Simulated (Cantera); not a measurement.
## Metals in furnace atmospheres: Fe + H2O + N2 + CO2

A closed system holds: 1 mol Fe, a varied amount of H2O, 32 mol N2, 0.066 mol CO2, at 1548.15 K and 0.0133 bar.

Equilibrium computed with Cantera from the NASA thermochemical tables; the gas is ideal and each condensed phase is pure. Candidate condensed phases: C, C6H6, C7H8, C8H18, Fe, Fe(CO)5, FeO, Fe(OH)2, Fe(OH)3, Fe2O3, Fe3O4, H2O; 140 gas species. The tables' stoichiometric FeO is somewhat more stable than real wüstite, so its field is too wide. FeO: taken at fixed stoichiometry. Kinetics and transport are ignored.

From 1.4 mol H2O to 14 mol H2O the condensed part is FeO(s). The main Fe-bearing gas is Fe at 1.4 mol H2O and Fe(OH)2 at 14 mol H2O.

```tsv
n(H2O) (mol)	x N2	x H2O	x H2	x CO	x CO2	x H	x Fe	n FeO(s)
1.4	0.956	0.0137	0.0282	0.00168	0.000292	4.48e-5	2.74e-5	0.999
2.1	0.937	0.0336	0.0279	0.00135	0.000582	4.46e-5	1.10e-5	1.000
3	0.913	0.0581	0.0274	0.00107	0.000813	4.42e-5	6.26e-6	1.000
4.4	0.878	0.0940	0.0266	0.000798	0.00101	4.36e-5	3.75e-6	1.000
6.4	0.832	0.141	0.0254	0.000574	0.00114	4.26e-5	2.39e-6	1.000
9.4	0.772	0.203	0.0237	0.000391	0.00120	4.11e-5	1.55e-6	1.000
14	0.695	0.282	0.0214	0.000250	0.00118	3.91e-5	1.01e-6	1.000
```
x: gas mole fraction; n: condensed amount in mol.
